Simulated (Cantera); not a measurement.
Input (Python, Cantera) and output of one run.

```python
import numpy as np
import cantera as ct

gas_names = """
    O2 C2H4 C6H6
""".split()
cond_names = """
    Cu(cr) Cu(L) CuO2H2(s)
""".split()


def load(file, names, dense=False):
    # The tables refer to 1 bar. Condensed volumes are neglected.
    table = {s.name: s for s in ct.Species.list_from_file(file)}
    out = []
    for n in names:
        d = dict(table[n].input_data)
        d["thermo"] = dict(d["thermo"], **{"reference-pressure": 1e5})
        if dense:
            d["equation-of-state"] = {"model": "constant-volume", "density": "1e6 g/cm^3"}
        out.append(ct.Species.from_dict(d))
    return out


species = {s.name: s for s in load("nasa_gas.yaml", gas_names) + load("nasa_condensed.yaml", cond_names)}
# Each term lists the table entries of one substance; the one whose range holds T is used.
reactions = {
    '3 Cu + 3 O2(g) + 3 C2H4(g) = C6H6(g) + 3 Cu(OH)2':
        [(-3, ['Cu(cr)', 'Cu(L)']), (-3, ['O2']), (-3, ['C2H4']), (1, ['C6H6']), (3, ['CuO2H2(s)'])],
}


def pick(names, T):
    return next(species[n] for n in names if species[n].thermo.min_temp <= T <= species[n].thermo.max_temp)


results = []
for label, terms in reactions.items():
    print(label)
    print("     T/K   dH/kJ  dS/(J/K)   dG/kJ   log10 K")
    for T in [300, 600, 675, 750, 825, 900, 975, 1050, 1125, 1200, 1275]:
        used = [(nu, pick(names, T)) for nu, names in terms]
        dH = sum(nu * s.thermo.h(T) for nu, s in used) / 1e6
        dS = sum(nu * s.thermo.s(T) for nu, s in used) / 1e3
        dG = dH - T * dS / 1e3
        logK = -dG * 1e6 / (ct.gas_constant * T * np.log(10))
        results.append((label, T, dH, dS, dG, logK, [s.name for _, s in used]))
        print(f"{T:8g} {dH:8.1f} {dS:8.1f} {dG:8.1f} {logK:8.2f}")
```

It prints:

```
3 Cu + 3 O2(g) + 3 C2H4(g) = C6H6(g) + 3 Cu(OH)2
     T/K   dH/kJ  dS/(J/K)   dG/kJ   log10 K
     300  -1425.6   -778.1  -1192.2   207.57
     600  -1399.2   -717.8   -968.5    84.32
     675  -1391.9   -706.3   -915.1    70.82
     750  -1384.4   -695.8   -862.6    60.07
     825  -1376.8   -686.2   -810.7    51.33
     900  -1369.3   -677.4   -759.6    44.09
     975  -1361.8   -669.4   -709.1    37.99
    1050  -1354.5   -662.2   -659.2    32.79
    1125  -1347.5   -655.8   -609.8    28.31
    1200  -1340.8   -650.0   -560.8    24.41
    1275  -1334.4   -644.8   -512.2    20.99
```

Standard-state values (1 bar) from the NASA 1993 polynomials, evaluated with Cantera. Condensed species are held in their standard states even where they would react or evaporate.
